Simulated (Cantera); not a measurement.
Cantera run:

```python
import numpy as np
import cantera as ct

gas_names = """
    Cr CrN CrO CrO2 CrO3 N NO NO2 NO3 N2 N2O O O2 O3
""".split()
cond_names = """
    Cr(cr) Cr(L) CrN(s) Cr2N(s) Cr2O3(s) Cr2O3(L)
""".split()


def load(file, names, dense=False):
    # The tables refer to 1 bar. Condensed volumes are neglected.
    table = {s.name: s for s in ct.Species.list_from_file(file)}
    out = []
    for n in names:
        d = dict(table[n].input_data)
        d["thermo"] = dict(d["thermo"], **{"reference-pressure": 1e5})
        if dense:
            d["equation-of-state"] = {"model": "constant-volume", "density": "1e6 g/cm^3"}
        out.append(ct.Species.from_dict(d))
    return out


gas = ct.Solution(thermo="ideal-gas", species=load("nasa_gas.yaml", gas_names))
cond = {s.name: ct.Solution(thermo="fixed-stoichiometry", species=[s], name=s.name)
        for s in load("nasa_condensed.yaml", cond_names, dense=True)}
atoms = {
    'Cr': {'Cr': 1},
    'N2O': {'N': 2, 'O': 1},
}
top_T = {'CrN(s)': 1900, 'Cr2N(s)': 1900}  # K; cautious upper limits of use, not melting points


def equilibrate(T, P, feed):
    n = {}
    for name, mol in feed.items():
        for a, k in atoms[name].items():
            n[a] = n.get(a, 0.0) + k * mol
    gas.TPX = T, P, n
    mass = sum(n.values()) * gas.mean_molecular_weight
    gas.equilibrate("TP")
    valid = [c for c in cond.values() if c.min_temp <= T <= top_T.get(c.name, c.max_temp)]
    mix = ct.Mixture([(gas, mass / gas.mean_molecular_weight)] + [(c, 0.0) for c in valid])
    mix.T, mix.P = T, P
    mix.equilibrate("TP", solver="vcs", rtol=1e-11, max_steps=5000)
    return mix


results = []
T = 875  # K
P = 3700  # Pa
for m in [1.4, 1.7, 2, 2.3, 2.6, 3.1, 3.6, 4.2, 4.8, 5.6, 6.5]:
    feed = {'Cr': 1, 'N2O': m}  # mol
    mix = equilibrate(T, P, feed)
    results.append((T, P, feed, dict(zip(mix.species_names, mix.species_moles))))

top = {s: max(r[3][s] / sum(r[3][g] for g in gas_names) for r in results) for s in gas_names}
cols = sorted((s for s in top if top[s] > 0.0001), key=lambda s: -top[s])[:5]
seen = [c for c in cond_names if any(r[3].get(c, 0) > 1e-12 for r in results)]
print("log10 of partial pressures in bar; condensed amounts in mol")
print(f"{'n(N2O)':>10s}" + "".join(f"{s[:9]:>10s}" for s in cols + seen))
for T, P, feed, n in results:
    ng = sum(n[g] for g in gas_names)
    print(f"{feed['N2O']:10.4g}" + "".join(f"{np.log10(max(n[s] / ng * P / 1e5, 1e-99)):10.3f}" for s in cols)
          + "".join(f"{n.get(c, 0):10.4g}" for c in seen))
```

It prints:

```
log10 of partial pressures in bar; condensed amounts in mol
    n(N2O)        N2        O2    CrN(s)  Cr2O3(s)
       1.4    -1.432   -32.951   0.06667    0.4667
       1.7    -1.457    -2.687         0       0.5
         2    -1.483    -2.386         0       0.5
       2.3    -1.501    -2.261         0       0.5
       2.6    -1.515    -2.190         0       0.5
       3.1    -1.532    -2.120         0       0.5
       3.6    -1.543    -2.078         0       0.5
       4.2    -1.553    -2.046         0       0.5
       4.8    -1.560    -2.024         0       0.5
       5.6    -1.567    -2.004         0       0.5
       6.5    -1.573    -1.988         0       0.5
```

These are equilibrium values from Cantera (NASA tables, ideal gas, pure condensed phases), not measurements of a reactor.
